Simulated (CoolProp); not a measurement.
Vapour-liquid equilibrium of CH2F2 (R32) (1) + R142b (2) at 281.8 K; x and y are mole fractions of (1).

Model: multi-fluid Helmholtz-energy mixture model, Tillner-Roth 1997 and Lemmon 2006; pair parameters Bell 2016, in CoolProp.

| x | bubble pressure (MPa) | y at the bubble point | dew pressure at overall composition x (MPa) | liquid density (mol/L) |
|---|---|---|---|---|
| 0.05 | 0.2470 | 0.226 | 0.2069 | 11.71 |
| 0.125 | 0.3228 | 0.440 | 0.2223 | 12.11 |
| 0.2 | ? | 0.574 | 0.2402 | 12.53 |
| 0.275 | 0.4733 | ? | 0.2612 | 12.97 |
| 0.35 | 0.5449 | ? | 0.2861 | 13.45 |
| 0.425 | 0.6129 | 0.780 | 0.3162 | ? |
| 0.5 | 0.6771 | 0.819 | 0.3531 | 14.50 |
| 0.575 | ? | 0.852 | 0.3995 | 15.08 |
| 0.65 | 0.7962 | 0.880 | ? | 15.72 |
| 0.725 | ? | 0.906 | 0.5378 | 16.42 |
| 0.8 | 0.9084 | 0.930 | 0.6441 | 17.19 |
| 0.875 | 0.9648 | 0.955 | ? | 18.04 |
| 0.95 | 1.023 | 0.981 | 0.9531 | 18.99 |

Task: Complete the blanks.

Result: 
- 0.2, bubble pressure (MPa): 0.3988
- 0.275, y at the bubble point: 0.665
- 0.35, y at the bubble point: 0.731
- 0.425, liquid density (mol/L): 13.95
- 0.575, bubble pressure (MPa): 0.7380
- 0.65, dew pressure at overall composition x (MPa): 0.4591
- 0.725, bubble pressure (MPa): 0.8526
- 0.875, dew pressure at overall composition x (MPa): 0.7854

No azeotrope shows between x = 0.05 and 0.95.

Pair parameters are fitted to limited data, so mixtures are less certain than the pure fluids.
